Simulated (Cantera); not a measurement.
## Hydrocarbon pyrolysis for carbon deposition

An isothermal, constant-pressure homogeneous reactor starts with CH₄ : N₂ = 1 : 5.3 (molar parts), at 1423 K and 20.0 Torr.

Detailed kinetics in Cantera: GRI-Mech 3.0 (53 species, 325 reactions). GRI-Mech 3.0 stops at C3 and has no aromatics, soot or wall deposition, so with more carbon than oxygen in the feed, carbon stays in small species such as C2H2 where larger ones or solid carbon would form. Radical loss at walls, strong at low pressure, is not modelled.

```csv
t (s),x CH₄,x H₂,x C₂H₂,x H,x C₂H₆
2.00e-5,0.159,2.95e-9,<1e-12,3.71e-9,<1e-12
5.87e-5,0.159,1.46e-8,<1e-12,4.97e-9,<1e-12
0.000172,0.159,5.22e-8,<1e-12,5.08e-9,<1e-12
0.000505,0.159,1.63e-7,<1e-12,5.08e-9,1.66e-12
0.00148,0.159,4.88e-7,<1e-12,5.08e-9,4.31e-11
0.00435,0.159,1.44e-6,<1e-12,5.10e-9,1.09e-9
0.0128,0.159,4.29e-6,2.97e-11,5.25e-9,2.59e-8
0.0374,0.159,1.35e-5,2.37e-9,6.48e-9,5.38e-7
0.110,0.159,5.85e-5,1.80e-7,1.41e-8,7.14e-6
0.322,0.158,0.000422,1.05e-5,5.49e-8,4.25e-5
0.945,0.155,0.00353,0.000387,3.05e-7,0.000111
2.77,0.144,0.0175,0.00444,1.10e-6,8.96e-5
8.13,0.122,0.0462,0.0147,2.41e-6,4.76e-5
23.9,0.0885,0.0905,0.0298,4.43e-6,2.10e-5
70.0,0.0470,0.144,0.0480,7.68e-6,6.23e-6
```
x: mole fraction; the columns are a selection and need not sum to one.

Equilibrium at this temperature and pressure: CH₄ 0.000910, H₂ 0.204, C₂H₂ 0.0331, H 1.85e-5, C₂H₆ 9.99e-9 (gas phase only).
